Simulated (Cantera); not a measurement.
A perfectly stirred reactor is fed with CH₄ : O₂ : N₂ = 1 : 4.26 : 16 (molar parts), equivalence ratio 0.47, at 0.306 atm; it is adiabatic with a 498 K inlet, and is followed from long to short residence time, starting on the burning branch (τ in s: 0.43, 0.21, 0.1, 0.049, 0.024, 0.012, 0.0057, 0.0028, 0.0013, 0.00065, 0.00032, 0.00015, 7.5e-05).

Computed with Cantera and GRI-Mech 3.0 (53 species, 325 reactions).

Problem. What does this change do: pressure from 0.306 atm to 9.87 atm?

Solution. 
```
quantity                                                                       before                               after
------------------------------------------------  -----------------------------------  ----------------------------------
blow-out, bracketed by the residence times tried  burning at 1.30 ms, out at 0.650 ms  burning at 2.80 ms, out at 1.30 ms
x(CH₄) at τ = 0.430 s                                                         1.02e-5                             4.26e-6
x(O₂) at τ = 0.430 s                                                            0.106                               0.106
x(C₂H₂) at τ = 0.430 s                                                       1.59e-10                             1.51e-9
x(CH₂CO) at τ = 0.430 s                                                      4.48e-10                             1.61e-9
x(CO) at τ = 0.430 s                                                         0.000230                             3.87e-5
x(CH₄) at τ = 5.70 ms                                                        0.000172                            0.000162
x(O₂) at τ = 5.70 ms                                                            0.107                               0.107
x(C₂H₂) at τ = 5.70 ms                                                       8.71e-10                             3.64e-7
x(CH₂CO) at τ = 5.70 ms                                                       1.12e-8                             1.17e-6
x(CO) at τ = 5.70 ms                                                          0.00413                             0.00163
```
